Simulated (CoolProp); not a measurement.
Dimethyl carbonate along the isobar 4660 kPa: fugacity coefficient from the reference equation and from simpler models built on Tc = 557.0 K, pc = 4909 kPa, ω = 0.346; each cubic takes its own stable root.

Values from CoolProp's reference Helmholtz-energy equation of state, Zhou 2011.

```json
[
 {"T (K)": "454.3", "phase": "liquid", "reference": "0.1982", "van der Waals": "0.3986", "Redlich-Kwong": "0.2762"},
 {"T (K)": "463.8", "phase": "liquid", "reference": "___", "van der Waals": "0.4283", "Redlich-Kwong": "0.3107"},
 {"T (K)": "473.3", "phase": "liquid", "reference": "0.2679", "van der Waals": "0.4585", "Redlich-Kwong": "___"},
 {"T (K)": "482.7", "phase": "liquid", "reference": "0.3070", "van der Waals": "0.4887", "Redlich-Kwong": "___"},
 {"T (K)": "492.2", "phase": "liquid", "reference": "0.3494", "van der Waals": "0.5196", "Redlich-Kwong": "0.4232"},
 {"T (K)": "501.7", "phase": "liquid", "reference": "0.3945", "van der Waals": "0.5507", "Redlich-Kwong": "0.4633"},
 {"T (K)": "511.2", "phase": "liquid", "reference": "0.4422", "van der Waals": "___", "Redlich-Kwong": "0.5040"},
 {"T (K)": "520.7", "phase": "liquid", "reference": "___", "van der Waals": "0.6125", "Redlich-Kwong": "0.5451"},
 {"T (K)": "530.1", "phase": "liquid", "reference": "0.5427", "van der Waals": "0.6426", "Redlich-Kwong": "0.5856"},
 {"T (K)": "539.6", "phase": "liquid", "reference": "0.5949", "van der Waals": "0.6721", "Redlich-Kwong": "0.6257"}
]
```

Q: What belongs in the gaps?

A: 
- 463.8, reference: 0.2315
- 473.3, Redlich-Kwong: 0.3469
- 482.7, Redlich-Kwong: 0.3842
- 511.2, van der Waals: 0.5817
- 520.7, reference: 0.4919
